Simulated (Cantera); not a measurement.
Charge: 1 mol Si3N4, 0.94 mol N2O, 21 mol H2, equilibrated at 2.20e-6 bar.

These are equilibrium values from Cantera (NASA tables, ideal gas, pure condensed phases), not measurements of a reactor. Candidate condensed phases: H2O, Si, SiO2, Si2N2O, Si3N4; 35 gas species. Mutual solubility and eutectic melting of coexisting phases are not modelled. Kinetics and transport are ignored.

Problem. Which condensed phases are stable at each of these points (T (K)): 1173, 1273, 1373, 1473, 1573, 1673, 1773, 1873, 1973, 2073?

Solution. 
```json
[
 {"T (K)": "1173", "condensed phases": "Si2N2O(s) + Si3N4(s)", "Si condensed (%)": "100.0"},
 {"T (K)": "1273", "condensed phases": "Si(s) + Si2N2O(s)", "Si condensed (%)": "99.4"},
 {"T (K)": "1373", "condensed phases": "Si(s)", "Si condensed (%)": "68.5"},
 {"T (K)": "1473", "condensed phases": "Si(s)", "Si condensed (%)": "66.6"},
 {"T (K)": "1573", "condensed phases": "Si(s)", "Si condensed (%)": "46.9"},
 {"T (K)": "1673", "condensed phases": "gas only", "Si condensed (%)": "0.0"},
 {"T (K)": "1773", "condensed phases": "gas only", "Si condensed (%)": "0.0"},
 {"T (K)": "1873", "condensed phases": "gas only", "Si condensed (%)": "0.0"},
 {"T (K)": "1973", "condensed phases": "gas only", "Si condensed (%)": "0.0"},
 {"T (K)": "2073", "condensed phases": "gas only", "Si condensed (%)": "0.0"}
]
```

At 1173 K the condensed part is Si2N2O(s) + Si3N4(s). At 1273 K the condensed part is Si(s) + Si2N2O(s). From 1373 K to 1573 K the condensed part is Si(s). From 1673 K to 2073 K nothing is condensed.
